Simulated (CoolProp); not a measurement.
20 sccm (0 °C, 1 atm) of nitrogen bubbles through liquid dimethyl carbonate at 322.3 K and leaves saturated at a total pressure of 0.15 MPa (ideal gas phase). Each further row changes one setting.

The numbers come from the reference Helmholtz-energy equation of state, Zhou 2011 in CoolProp.

| case | vapour pressure (kPa) | mole fraction of vapour | delivery (mg/min) | delivery (sccm) | change of delivery for a bath 1 K warmer (%) |
|---|---|---|---|---|---|
| as stated | 22.4 | 0.150 | 14.1 | ___ | 5.1 |
| bath temperature 327.3 K | 27.6 | 0.184 | 18.2 | 4.52 | 5.2 |
| total pressure 0.3 MPa | 22.4 | 0.0748 | 6.50 | ___ | ___ |

Question: Some entries are withheld; supply them.

Answer: 
- as stated, delivery (sccm): 3.52
- total pressure 0.3 MPa, delivery (sccm): 1.62
- total pressure 0.3 MPa, change of delivery for a bath 1 K warmer (%): 4.7
